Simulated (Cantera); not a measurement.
What does this Cantera script print?

```python
import numpy as np
import cantera as ct

gas = ct.Solution("gri30.yaml")
gas.TPX = 673, 1000000, {'CH4': 1, 'C2H6': 0.36, 'C3H8': 0.98, 'O2': 4.9, 'N2': 51, 'H2O': 4.3}
inlet = ct.Reservoir(gas, clone=True)
gas.equilibrate("HP")  # start burning
reactor = ct.IdealGasConstPressureReactor(gas, energy="on", clone=False)
exhaust = ct.Reservoir(gas, clone=True)
tau = [0.087, 0.038, 0.016, 0.0071, 0.0031, 0.0013, 0.00057, 0.00025, 0.00011, 4.7e-05, 2e-05][0]
for a, b in ((inlet, reactor), (reactor, exhaust)):
    ct.MassFlowController(a, b, mdot=lambda t: reactor.mass / tau)
net = ct.ReactorNet([reactor])
show = ['CH4', 'C2H6', 'C3H8', 'HCO', 'CH3', 'CH2', 'CO']

rows = []
print(f"{'tau/s':>10s}{'T/K':>9s}" + "".join(f"{s:>11s}" for s in show))
for tau in [0.087, 0.038, 0.016, 0.0071, 0.0031, 0.0013, 0.00057, 0.00025, 0.00011, 4.7e-05, 2e-05]:
    net.initial_time = 0.0
    net.advance(30 * tau)
    before = gas.X
    net.advance(40 * tau)
    drift = np.max(np.abs(gas.X - before) / (gas.X + 1e-9))
    rows.append([gas.T, *gas[show].X, drift])
    print(f"{tau:10.3e}{gas.T:9.1f}" + "".join(f"{x:11.3e}" for x in gas[show].X))
```

Result:

```
     tau/s      T/K        CH4       C2H6       C3H8        HCO        CH3        CH2         CO
 8.700e-02   1409.6  8.071e-03  1.040e-04  3.858e-05  7.566e-09  1.880e-05  7.673e-09  2.694e-02
 3.800e-02   1393.0  7.973e-03  1.650e-04  7.793e-05  1.726e-08  2.503e-05  1.108e-08  3.002e-02
 1.600e-02   1364.3  7.974e-03  2.749e-04  1.687e-04  4.335e-08  3.274e-05  1.367e-08  3.308e-02
 7.100e-03   1312.8  8.136e-03  4.712e-04  4.016e-04  1.060e-07  3.790e-05  1.210e-08  3.471e-02
 3.100e-03   1201.2  8.276e-03  8.845e-04  1.361e-03  2.305e-07  2.986e-05  6.852e-09  3.207e-02
 1.300e-03    673.0  1.599e-02  5.756e-03  1.567e-02  1.205e-27  1.142e-13  3.712e-30 -9.870e-16
 5.700e-04    673.0  1.599e-02  5.756e-03  1.567e-02  1.975e-28  4.091e-14  4.717e-31  5.098e-20
 2.500e-04    673.0  1.599e-02  5.756e-03  1.567e-02  2.597e-29  1.227e-14  4.450e-32  5.909e-25
 1.100e-04    673.0  1.599e-02  5.756e-03  1.567e-02  3.140e-30  3.371e-15  4.258e-33  4.837e-26
 4.700e-05    673.0  1.599e-02  5.756e-03  1.567e-02  3.578e-31  9.010e-16  2.557e-34  2.347e-27
 2.000e-05    673.0  1.599e-02  5.756e-03  1.567e-02  4.510e-32  2.682e-16  2.920e-35  1.245e-28
```

Detailed kinetics in Cantera: GRI-Mech 3.0 (53 species, 325 reactions). GRI-Mech 3.0 was tuned for natural gas; its chemistry of propane as a main component is partial and can be far from experiment.
